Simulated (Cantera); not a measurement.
# Adiabatic ignition

An adiabatic, constant-volume homogeneous reactor starts with 8.67 % C3H8, 14.7 % O2, 70.8 % N2, 5.81 % H2O, equivalence ratio 2.9, at 1173 K and 3.06 atm.

Model: GRI-Mech 3.0 (53 species, 325 reactions), integrated in Cantera. GRI-Mech 3.0 was tuned for natural gas; its chemistry of propane as a main component is partial and can be far from experiment.

```csv
t (s),T (K),P (bar),x C3H8,x O2,x H2O,x CH4,x HO2,x C2H6,x O
3.00e-6,1173,3.10,0.0867,0.147,0.0581,2.40e-8,4.24e-7,3.30e-10,1.12e-10
8.42e-6,1173,3.10,0.0867,0.147,0.0581,2.00e-7,1.53e-6,4.69e-9,1.62e-10
2.36e-5,1173,3.10,0.0866,0.147,0.0581,1.69e-6,4.15e-6,1.05e-7,3.34e-10
6.62e-5,1173,3.10,0.0866,0.147,0.0581,1.46e-5,6.92e-6,2.73e-6,9.72e-10
0.000186,1173,3.10,0.0864,0.147,0.0581,9.16e-5,5.45e-6,3.35e-5,1.40e-9
0.000521,1173,3.10,0.0858,0.147,0.0582,0.000338,5.77e-6,0.000140,1.62e-9
0.00146,1172,3.11,0.0839,0.146,0.0586,0.00108,7.12e-6,0.000450,2.36e-9
0.00410,1176,3.14,0.0769,0.143,0.0606,0.00371,1.33e-5,0.00145,6.50e-9
0.0115,2034,7.10,2.36e-10,3.02e-9,0.0904,0.00455,8.20e-12,1.25e-6,1.46e-8
0.0323,2007,7.23,8.01e-12,9.39e-10,0.0631,0.00155,2.14e-12,1.13e-7,7.88e-9
0.0906,1997,7.24,<1e-12,6.66e-10,0.0581,0.000126,1.48e-12,7.37e-10,6.28e-9
0.254,1996,7.24,<1e-12,6.56e-10,0.0579,1.09e-7,1.45e-12,<1e-12,6.21e-9
0.713,1996,7.24,<1e-12,6.56e-10,0.0579,9.66e-8,1.45e-12,<1e-12,6.21e-9
2.00,1996,7.24,<1e-12,6.56e-10,0.0579,9.64e-8,1.45e-12,<1e-12,6.21e-9
```
x: mole fraction; the columns are a selection and need not sum to one.

The time of steepest temperature rise comes out as 7.45 ms and the temperature at 2.00 s is 1996 K. The equilibrium temperature is 1996 K. The x(C3H8) at 2.00 s comes out as <1e-12 (gas-phase equilibrium <1e-12) and the x(O2) at 2.00 s comes out as 6.56e-10 (gas-phase equilibrium 6.55e-10). The x(H2O) at 2.00 s is 0.0579 (gas-phase equilibrium 0.0579).
